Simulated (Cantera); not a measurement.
A freely propagating, adiabatic, planar premixed flame of CH4 : H2 : O2 : N2 = 1 : 0.25 : 2.19 : 8.24 (molar parts), equivalence ratio 0.97, unburnt at 325 K and 3.95 atm; mixture-averaged transport, grid criteria slope 0.08 and curve 0.16, no radiation.

Detailed kinetics in Cantera: GRI-Mech 3.0 (53 species, 325 reactions). Burning velocities carry a grid error of a few per cent, more on coarse grids.

Q: What does this change do: CH4 1 to 1.3 parts?

A: 
```tsv
quantity	before	after
laminar burning velocity	27.7 cm/s	18.9 cm/s
thermal thickness	0.157 mm	0.216 mm
peak x(C2H2)	0.000102	0.000837
peak x(C2H4)	0.000468	0.00123
peak x(O)	0.00162	0.000159
```

Q: What does this change do: inlet temperature 325 to 575 K?

A: 
```csv
quantity,before,after
laminar burning velocity,27.7 cm/s,83.9 cm/s
thermal thickness,0.157 mm,0.112 mm
peak x(C2H2),0.000102,0.000133
peak x(C2H4),0.000468,0.000530
peak x(O),0.00162,0.00273
```
